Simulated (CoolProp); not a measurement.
The fluid at 610.79 K and 4.49 MPa flows at 0.058 m/s in a round tube of 1 mm bore and 0.25 µm roughness, fully developed (64/Re and Nu = 3.66 if laminar; Colebrook and Gnielinski if turbulent). The same conditions are run with several fluids, on thermodynamics alone (safety and materials aside).

Computed with CoolProp (reference Helmholtz-energy equation of state of each fluid (methanol: de Reuck 1993; benzene: Thol 2012; ammonia: Gao 2020; water: Wagner 2002; carbon dioxide: Span 1996)).

**Question.** Rank methanol, benzene, ammonia, water, carbon dioxide by Reynolds number, highest first.

**Answer.** benzene (332), methanol (90.4), carbon dioxide (79.0), water (47.2), ammonia (40.4)

```csv
fluid,Darcy friction factor,pressure drop (Pa/m),heat-transfer coefficient (W/(m² K)),mass flow (kg/h)
methanol,0.708,37.5,228,0.00517
benzene,0.192,31.1,181,0.0158
ammonia,1.59,41.4,266,0.00255
water,1.36,40.1,201,0.00288
carbon dioxide,0.810,53.5,158,0.00644
```

Transport values come from each fluid's own correlations.
